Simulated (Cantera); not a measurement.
# Dilute partial oxidation

An isothermal, constant-pressure homogeneous reactor starts with 0.600 % CH3OH, 0.984 % O2, 98.4 % N2, at 1575 K and 3.30 bar.

Computed with Cantera and GRI-Mech 3.0 (53 species, 325 reactions). GRI-Mech 3.0 was tuned for natural gas; its chemistry of methanol as a main component is partial and can be far from experiment.

```csv
t (s),x CH3OH,x O2,x CO,x CH2CO,x O,x H2
5.00e-6,0.00597,0.00983,1.45e-6,1.69e-11,1.69e-7,1.82e-5
1.94e-5,0.00578,0.00976,1.07e-5,9.29e-10,3.27e-7,0.000146
7.57e-5,0.00282,0.00890,0.00128,1.39e-7,3.11e-6,0.00291
0.000294,<1e-12,0.00263,0.00277,<1e-12,0.000522,0.000984
0.00114,<1e-12,0.00135,0.000786,<1e-12,8.36e-5,0.000355
0.00445,<1e-12,0.000948,0.000190,<1e-12,1.51e-5,9.57e-5
0.0173,<1e-12,0.000847,3.46e-5,<1e-12,2.76e-6,1.93e-5
0.0674,<1e-12,0.000830,5.88e-6,<1e-12,5.33e-7,3.64e-6
0.262,<1e-12,0.000829,1.85e-6,<1e-12,1.89e-7,1.26e-6
1.02,<1e-12,0.000829,1.64e-6,<1e-12,1.71e-7,1.13e-6
3.97,<1e-12,0.000829,1.64e-6,<1e-12,1.71e-7,1.13e-6
15.4,<1e-12,0.000829,1.64e-6,<1e-12,1.71e-7,1.13e-6
60.0,<1e-12,0.000828,1.64e-6,<1e-12,1.71e-7,1.13e-6
```
x: mole fraction; the columns are a selection and need not sum to one.

Equilibrium at this temperature and pressure: CH3OH <1e-12, O2 0.000774, CO 1.70e-6, CH2CO <1e-12, O 1.65e-7, H2 1.17e-6 (gas phase only).
